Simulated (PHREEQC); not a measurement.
1 kg of water holding 0.23 mol/kgw NaOH meets 20 L of dry gas (H2 0.79, N2 0.21 by moles) at fixed total pressure, at 100 °C; fugacities by Peng-Robinson. The gases take part in no redox reaction, some water evaporates into the gas, and hydrates or a liquid gas phase aren't modelled. No solid was allowed to form.

Model: ion-association model, phreeqc.dat, run in PHREEQC.

Problem. Predict dissolved H2 (mol/kgw), dissolved N2 (mol/kgw) at P (atm) = 20, 150.

Solution. 
| P (atm) | dissolved H2 (mol/kgw) | dissolved N2 (mol/kgw) |
|---|---|---|
| 20 | 0.0111 | 0.00170 |
| 150 | 0.0804 | 0.0122 |

Complexes and solids missing from the database can't appear. Away from 25 °C the constants follow the database's enthalpies or fits; those with neither stay at their 25 °C values.
